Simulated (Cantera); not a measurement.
Equilibrium for tantalum, niobium, vanadium and zirconium in process gases: Ta(OEt)5 + O2

Charge: 1 mol Ta(OEt)5, 0.031 mol O2, at 13.0 mbar.

Cantera equilibrium calculation (NASA polynomials, part measured and part estimated; ideal gas, pure solids and liquids). Candidate condensed phases: C, C6H6, C7H8, C8H18, H2O, Ta, TaC, Ta2O5; 113 gas species. The feed counts by its element totals alone. TaC: taken at fixed stoichiometry. Condensed phases not in the tables: Ta2C. The numbers say what is thermodynamically allowed, not how fast it happens.

From 925 °C to 2125 °C the condensed part is C(graphite) + TaC(s).

| T (°C) | x H2 | x CO | x H | x C2H2 (acetylene) | x CH4 | n C(graphite) | n TaC(s) |
|---|---|---|---|---|---|---|---|
| 925 | 0.712 | 0.288 | 1.41e-6 | 7.04e-8 | 0.000106 | 3.94 | 1.00 |
| 1125 | 0.712 | 0.288 | 3.50e-5 | 1.74e-6 | 2.88e-5 | 3.94 | 1.00 |
| 1325 | 0.711 | 0.288 | 0.000394 | 1.92e-5 | 1.08e-5 | 3.94 | 1.00 |
| 1525 | 0.709 | 0.288 | 0.00260 | 0.000122 | 5.07e-6 | 3.93 | 1.00 |
| 1725 | 0.701 | 0.287 | 0.0118 | 0.000532 | 2.73e-6 | 3.92 | 1.00 |
| 1925 | 0.676 | 0.282 | 0.0401 | 0.00171 | 1.57e-6 | 3.88 | 1.00 |
| 2125 | 0.615 | 0.273 | 0.108 | 0.00425 | 8.76e-7 | 3.78 | 1.00 |
x: gas mole fraction; n: condensed amount in mol.
